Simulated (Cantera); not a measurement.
An adiabatic, constant-volume homogeneous reactor starts with CH₄ : C₂H₆ : O₂ : N₂ = 1 : 0.13 : 2.58 : 9.72 (molar parts), equivalence ratio 0.95, at 1025 K and 0.790 bar. Integrator tolerance rtol = 1e-08.

Detailed kinetics in Cantera: GRI-Mech 3.0 (53 species, 325 reactions).

Task: What does this change do: pressure from 0.790 bar to 0.490 bar?

Result: 
| quantity | before | after |
|---|---|---|
| time of steepest temperature rise | 72.1 ms | 98.2 ms |
| temperature at 0.800 s | 2743 K | 2709 K |
| equilibrium temperature | 2743 K | 2709 K |
| x(CH₄) at 0.800 s | <1e-12 (gas-phase equilibrium <1e-12) | <1e-12 (gas-phase equilibrium <1e-12) |
| x(C₂H₆) at 0.800 s | <1e-12 (gas-phase equilibrium <1e-12) | <1e-12 (gas-phase equilibrium <1e-12) |
| x(O₂) at 0.800 s | 0.0211 (gas-phase equilibrium 0.0211) | 0.0221 (gas-phase equilibrium 0.0221) |
| x(HCO) at 0.800 s | 3.61e-8 (gas-phase equilibrium 3.61e-8) | 2.81e-8 (gas-phase equilibrium 2.81e-8) |
| x(CH₂O) at 0.800 s | 3.44e-10 (gas-phase equilibrium 3.44e-10) | 2.36e-10 (gas-phase equilibrium 2.36e-10) |
